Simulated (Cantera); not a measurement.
Input (Python, Cantera) and output of one run.

```python
import numpy as np
import cantera as ct

gas_names = [...]  # 95 gases of nasa_gas.yaml made of C, F, H
cond_names = """
    C(gr) C6H6(L) C7H8(L) C8H18(L),n-octa
""".split()


# ... load() reads the species with a 1 bar reference pressure and builds the phases ...
atoms = {
    'C2F6': {'C': 2, 'F': 6},
    'H2': {'H': 2},
}
top_T = {'C(gr)': 4500}  # K; cautious upper limits of use, not melting points


# ... equilibrate(T, P, feed) seeds the gas with the atoms and calls Mixture.equilibrate('TP', solver="vcs", rtol=1e-11, max_steps=5000) ...
results = []
feed = {'C2F6': 1, 'H2': 0.28}  # mol
P = 700  # Pa
for T in [1298, 1448, 1598, 1748, 1898, 2048, 2198, 2348, 2498, 2648, 2798, 2948]:
    mix = equilibrate(T, P, feed)
    results.append((T, P, feed, dict(zip(mix.species_names, mix.species_moles))))

top = {s: max(r[3][s] / sum(r[3][g] for g in gas_names) for r in results) for s in gas_names}
cols = sorted((s for s in top if top[s] > 0.001), key=lambda s: -top[s])[:7]
seen = [c for c in cond_names if any(r[3].get(c, 0) > 1e-12 for r in results)]
print("log10 of partial pressures in bar; condensed amounts in mol")
print(f"{'T/K':>10s}" + "".join(f"{s[:9]:>10s}" for s in cols + seen))
for T, P, feed, n in results:
    ng = sum(n[g] for g in gas_names)
    print(f"{T:10.4g}" + "".join(f"{np.log10(max(n[s] / ng * P / 1e5, 1e-99)):10.3f}" for s in cols)
          + "".join(f"{n.get(c, 0):10.4g}" for c in seen))
```

Output:

```
log10 of partial pressures in bar; condensed amounts in mol
       T/K         F       CF4       CF2        HF        CF        C3       CF3     C(gr)
      1298    -7.996    -2.305    -7.039    -2.690   -12.696   -22.242    -7.463      0.64
      1448    -6.677    -2.305    -5.871    -2.690   -10.671   -18.776    -6.516    0.6398
      1598    -5.605    -2.306    -4.926    -2.691    -9.030   -15.969    -5.749    0.6384
      1748    -4.718    -2.312    -4.150    -2.693    -7.674   -13.652    -5.119     0.631
      1898    -3.977    -2.338    -3.509    -2.705    -6.541   -11.709    -4.607    0.6017
      2048    -3.361    -2.431    -3.000    -2.746    -5.594   -10.056    -4.223    0.5127
      2198    -2.878    -2.708    -2.661    -2.847    -4.827    -8.635    -4.040    0.3271
      2348    -2.561    -3.365    -2.575    -2.985    -4.264    -7.399    -4.193    0.2604
      2498    -2.392    -4.385    -2.721    -3.073    -3.880    -6.317    -4.660    0.6126
      2648    -2.306    -5.546    -2.982    -3.124    -3.606    -5.361    -5.268     1.021
      2798    -2.271    -6.748    -3.298    -3.159    -3.404    -4.511    -5.935     1.191
      2948    -2.272    -7.961    -3.650    -3.194    -3.257    -3.751    -6.636    0.8035
```

These are equilibrium values from Cantera (NASA tables, ideal gas, pure condensed phases), not measurements of a reactor. The feed counts by its element totals alone. Gases not in the tables: C2F6 and larger saturated fluorocarbons.
